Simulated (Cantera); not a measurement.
Input (Python, Cantera) and output of one run.

```python
import numpy as np
import cantera as ct

gas_names = """
    B BCL BCL2 BCL3 BN B2 CL CL2 N N2
""".split()
cond_names = """
    B(b) B(L) BN(s)
""".split()


# ... load() reads the species with a 1 bar reference pressure and builds the phases ...
atoms = {
    'B': {'B': 1},
    'Cl2': {'CL': 2},
    'N2': {'N': 2},
}
top_T = {'BN(s)': 3200}  # K; cautious upper limits of use, not melting points


# ... equilibrate(T, P, feed) seeds the gas with the atoms and calls Mixture.equilibrate('TP', solver="vcs", rtol=1e-11, max_steps=5000) ...
results = []
T = 1225  # K
P = 5400  # Pa
for m in [0.13, 0.4, 0.68, 0.96, 1.2, 1.5, 1.8]:
    feed = {'B': 1, 'Cl2': m, 'N2': 7.5}  # mol
    mix = equilibrate(T, P, feed)
    results.append((T, P, feed, dict(zip(mix.species_names, mix.species_moles))))

top = {s: max(r[3][s] / sum(r[3][g] for g in gas_names) for r in results) for s in gas_names}
cols = sorted((s for s in top if top[s] > 1e-05), key=lambda s: -top[s])[:8]
seen = [c for c in cond_names if any(r[3].get(c, 0) > 1e-12 for r in results)]
print("log10 of partial pressures in bar; condensed amounts in mol")
print(f"{'n(Cl2)':>10s}" + "".join(f"{s[:9]:>10s}" for s in cols + seen))
for T, P, feed, n in results:
    ng = sum(n[g] for g in gas_names)
    print(f"{feed['Cl2']:10.4g}" + "".join(f"{np.log10(max(n[s] / ng * P / 1e5, 1e-99)):10.3f}" for s in cols)
          + "".join(f"{n.get(c, 0):10.4g}" for c in seen))
```

Output:

```
log10 of partial pressures in bar; condensed amounts in mol
    n(Cl2)        N2      BCL3       CL2        CL     BN(s)
      0.13    -1.273    -3.183    -8.182    -6.305    0.9134
       0.4    -1.284    -2.711    -7.871    -6.150    0.7334
      0.68    -1.294    -2.497    -7.732    -6.080    0.5467
      0.96    -1.304    -2.362    -7.645    -6.037      0.36
       1.2    -1.312    -2.278    -7.592    -6.010       0.2
       1.5    -1.322    -2.197    -7.541    -5.985 5.495e-05
       1.8    -1.338    -2.213    -2.767    -3.598         0
```

Method: chemical equilibrium by Gibbs-energy minimisation in Cantera with the NASA 1993 tables (ideal gas, pure condensed phases). N2 is the only nitrogen source here; it is nearly inert below about 1500 K, so the nitride shown seldom forms there in practice.
